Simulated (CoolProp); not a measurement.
Properties of R134a along the isobar 4650 kPa (Tc = 374.2 K, pc = 4059 kPa, ω = 0.327).

The numbers come from the reference Helmholtz-energy equation of state, Tillner-Roth 1994 in CoolProp.

```
T (K)   phase  cv (kJ/(kg K))  speed of sound (m/s)  Joule-Thomson coefficient (K/MPa)  expansivity (1/kK)
-----  ------  --------------  --------------------  ---------------------------------  ------------------
212.1  liquid          0.8130                 930.4                            -0.3414               1.810
220.3  liquid          0.8207                 892.0                            -0.3290               1.859
228.6  liquid          0.8290                 853.8                            -0.3151               1.915
236.8  liquid          0.8375                 816.7                         (withheld)               1.978
245    liquid          0.8464            (withheld)                            -0.2825               2.048
253.2  liquid          0.8555                 743.7                            -0.2631               2.127
261.5  liquid      (withheld)                 707.3                            -0.2407               2.219
269.7  liquid          0.8745                 671.7                            -0.2153               2.324
277.9  liquid          0.8843                 636.2                            -0.1859               2.445
286.1  liquid          0.8943                 600.8                            -0.1515               2.587
294.3  liquid          0.9046                 565.3                            -0.1109               2.755
302.6  liquid          0.9154                 529.4                           -0.06152               2.959
310.8  liquid          0.9264                 493.6                          -0.001936          (withheld)
319    liquid          0.9378            (withheld)                            0.07221               3.517
327.2  liquid          0.9498                 420.6                             0.1668          (withheld)
335.5  liquid          0.9627                 382.6                             0.2930               4.452
```

**Question.** Some entries are withheld; supply them.

**Answer.** 
- 236.8, Joule-Thomson coefficient (K/MPa): -0.2998
- 245, speed of sound (m/s): 780.0
- 261.5, cv (kJ/(kg K)): 0.8649
- 310.8, expansivity (1/kK): 3.207
- 319, speed of sound (m/s): 457.4
- 327.2, expansivity (1/kK): 3.914
